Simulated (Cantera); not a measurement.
Cantera run:

```python
import numpy as np
import cantera as ct

gas_names = [...]  # 77 gases of nasa_gas.yaml made of C, H, Ti
cond_names = """
    C(gr) C6H6(L) C7H8(L) C8H18(L),n-octa Ti(a) Ti(b) Ti(L) TiC(s) TiC(L)
""".split()


# ... load() reads the species with a 1 bar reference pressure and builds the phases ...
atoms = {
    'Ti': {'Ti': 1},
    'CH4': {'C': 1, 'H': 4},
    'H2': {'H': 2},
}
top_T = {'C(gr)': 4500}  # K; cautious upper limits of use, not melting points


# ... equilibrate(T, P, feed) seeds the gas with the atoms and calls Mixture.equilibrate('TP', solver="vcs", rtol=1e-11, max_steps=5000) ...
results = []
feed = {'Ti': 1, 'CH4': 0.12, 'H2': 13}  # mol
P = 36000  # Pa
for T in [1000, 1075, 1150, 1225, 1300, 1375, 1450, 1525, 1600, 1675, 1750, 1825, 1900, 1975]:
    mix = equilibrate(T, P, feed)
    results.append((T, P, feed, dict(zip(mix.species_names, mix.species_moles))))

top = {s: max(r[3][s] / sum(r[3][g] for g in gas_names) for r in results) for s in gas_names}
cols = sorted((s for s in top if top[s] > 0.001), key=lambda s: -top[s])[:9]
seen = [c for c in cond_names if any(r[3].get(c, 0) > 1e-12 for r in results)]
print("log10 of partial pressures in bar; condensed amounts in mol")
print(f"{'T/K':>10s}" + "".join(f"{s[:9]:>10s}" for s in cols + seen))
for T, P, feed, n in results:
    ng = sum(n[g] for g in gas_names)
    print(f"{T:10.4g}" + "".join(f"{np.log10(max(n[s] / ng * P / 1e5, 1e-99)):10.3f}" for s in cols)
          + "".join(f"{n.get(c, 0):10.4g}" for c in seen))
```

It prints:

```
log10 of partial pressures in bar; condensed amounts in mol
       T/K        H2         H     Ti(a)     Ti(b)     Ti(L)    TiC(s)
      1000    -0.444    -8.866      0.88         0         0      0.12
      1075    -0.444    -8.055      0.88         0         0      0.12
      1150    -0.444    -7.349      0.88         0         0      0.12
      1225    -0.444    -6.728         0      0.88         0      0.12
      1300    -0.444    -6.178         0      0.88         0      0.12
      1375    -0.444    -5.687         0      0.88         0      0.12
      1450    -0.444    -5.246         0      0.88         0      0.12
      1525    -0.444    -4.848         0      0.88         0      0.12
      1600    -0.444    -4.487         0      0.88         0      0.12
      1675    -0.444    -4.157         0      0.88         0      0.12
      1750    -0.444    -3.855         0      0.88         0      0.12
      1825    -0.444    -3.578         0      0.88         0      0.12
      1900    -0.444    -3.323         0    0.8799         0      0.12
      1975    -0.445    -3.086         0         0    0.8797      0.12
```

These are equilibrium values from Cantera (NASA tables, ideal gas, pure condensed phases), not measurements of a reactor. Mutual solubility and eutectic melting of coexisting phases are not modelled. TiC: taken at fixed stoichiometry. Condensed phases not in the tables: N, O or C dissolved in the metal.
